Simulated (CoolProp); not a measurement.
Dimethyl carbonate at 298.15 K and 0.619 MPa is throttled through a valve to 0.332 MPa with no heat exchange. Each further row changes one setting.

Computed with CoolProp (reference Helmholtz-energy equation of state, Zhou 2011).

| case | temperature change (K) |
|---|---|
| as stated | +0.1 |
| outlet pressure 0.0996 MPa | +0.2 |
| outlet pressure 0.432 MPa | +0.1 |
